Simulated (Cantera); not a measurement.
A closed system holds: 1 mol CH2F2, 1 mol HCl, equilibrated at 2948.15 K and 2.70 Torr.

Equilibrium computed with Cantera from the NASA thermochemical tables; the gas is ideal and each condensed phase is pure. The tables' values for CCl are old estimates; treat these amounts as uncertain. Rates play no part.

```csv
species,before,after
HF,0.403,0.657
HCl,0.0149,0.302
Cl,0.213,0.0268
H,0.239,0.00149
C3,0.0494,<1e-9
F,0.0475,2.07e-5
H2,0.0114,0.0127
C,0.00852,<1e-9
C2,0.00496,<1e-9
C5,0.000770,<1e-9
C2H,0.00203,7.43e-9
C4,0.000143,<1e-9
CF,0.00492,5.71e-8
"C(graphite), mol",0.203,1.000
```
Gas species are given as mole fractions.

Question: Which change was made?
A. temperature from 2948.15 K to 3425 K
B. HCl from 1 to 0.011 mol
C. temperature from 2948.15 K to 1075 K
D. temperature from 2948.15 K to 1900 K

Answer: D, temperature from 2948.15 K to 1900 K
